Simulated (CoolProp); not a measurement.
A single-stage vapour-compression cycle with n-perfluorobutane: evaporating at 325.15 K (dew point), condensing at 347.15 K (bubble point), superheat 0 K, subcooling 0 K, compressor efficiency 0.65, no pressure losses. Each further row changes one setting.

Values from CoolProp's reference Helmholtz-energy equation of state, Gao 2022.

| case | cooling COP | pressure ratio | discharge temperature (K) | refrigerating effect (kJ/kg) | volumetric capacity (kJ/m³) |
|---|---|---|---|---|---|
| as stated | 6.95 | 1.72 | 347.1 | 49.6 | 3100 |
| evaporating temperature 330.15 K | ? | ? | 347.1 | 53.2 | 3810 |
| condensing temperature 342.15 K | 9.77 | 1.53 | 342.2 | ? | 3500 |
| subcooling 5 K | ? | 1.72 | 347.1 | ? | 3500 |
| superheat 10 K | ? | 1.72 | 349.2 | ? | 3500 |
| compressor efficiency 0.55 | ? | 1.72 | 347.1 | 49.6 | 3100 |

**Question.** What belongs in the gaps?

**Answer.** 
- evaporating temperature 330.15 K, cooling COP: 9.70
- evaporating temperature 330.15 K, pressure ratio: 1.51
- condensing temperature 342.15 K, refrigerating effect (kJ/kg): 55.9
- subcooling 5 K, cooling COP: 7.85
- subcooling 5 K, refrigerating effect (kJ/kg): 56.0
- superheat 10 K, cooling COP: 7.50
- superheat 10 K, refrigerating effect (kJ/kg): 59.1
- compressor efficiency 0.55, cooling COP: 5.88

The compression ends wet for: as stated; evaporating temperature 330.15 K; condensing temperature 342.15 K; subcooling 5 K; compressor efficiency 0.55.
